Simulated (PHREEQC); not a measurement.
A made-up water analysis in mg/L, 25 °C, pH 5.67, pe 10.1:

```tsv
constituent	mg/L
Na	0.835
K	0.387
Ca	1.65
Mg	0.238
Cl	1.19
S(6) as SO4	1.75
Alkalinity as HCO3	4.87
O(0) (dissolved oxygen)	0.0193
N(5) as NO3	0.00106
Cd	0.0117
```

Valence states are taken as typed.

Equilibrium calculation in PHREEQC: ion-association model, phreeqc.dat.

This is a speciation only: nothing precipitates in the calculation.

Task: Predict the charge-balance error.

Result: charge-balance error -0.5 %.

Task: In which forms is C present?

Result: CO2 83 %, HCO3- 17 % of the C.

Species that the database lacks are ignored.
